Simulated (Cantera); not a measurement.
**Adiabatic ignition**

An adiabatic, constant-pressure homogeneous reactor starts with 3.15 % CH4, 20.3 % O2, 76.5 % N2, at 1775 K and 1.28 atm.

Detailed kinetics in Cantera: GRI-Mech 3.0 (53 species, 325 reactions).

```csv
t (s),T (K),x CH4,x O2,x CH3,x C2H4,x CH2,x H2O,x N2O
3.00e-6,1775,0.0315,0.203,1.04e-5,3.72e-10,6.13e-11,2.96e-6,3.25e-11
9.11e-6,1775,0.0315,0.203,3.97e-5,2.27e-8,4.38e-10,1.64e-5,1.87e-10
2.77e-5,1775,0.0313,0.203,0.000177,1.33e-6,6.84e-9,0.000124,1.42e-9
8.40e-5,1815,0.0231,0.196,0.00200,0.000381,3.88e-6,0.00767,3.05e-8
0.000255,2302,<1e-12,0.135,<1e-12,<1e-12,<1e-12,0.0555,7.85e-7
0.000775,2379,<1e-12,0.137,<1e-12,<1e-12,<1e-12,0.0588,8.15e-7
0.00235,2381,<1e-12,0.137,<1e-12,<1e-12,<1e-12,0.0590,8.01e-7
0.00714,2378,<1e-12,0.136,<1e-12,<1e-12,<1e-12,0.0590,8.00e-7
0.0217,2371,<1e-12,0.135,<1e-12,<1e-12,<1e-12,0.0591,8.06e-7
0.0659,2361,<1e-12,0.132,<1e-12,<1e-12,<1e-12,0.0593,8.33e-7
0.200,2357,<1e-12,0.131,<1e-12,<1e-12,<1e-12,0.0593,8.47e-7
```
x: mole fraction; the columns are a selection and need not sum to one.

```yaml
time_of_steepest_temperature_rise: 99.5 µs
temperature at 0.200 s: 2357 K
equilibrium_temperature: 2357 K
x(CH4) at 0.200 s: <1e-12 (gas-phase equilibrium <1e-12)
x(O2) at 0.200 s: 0.131 (gas-phase equilibrium 0.131)
x(CH3) at 0.200 s: <1e-12 (gas-phase equilibrium <1e-12)
```
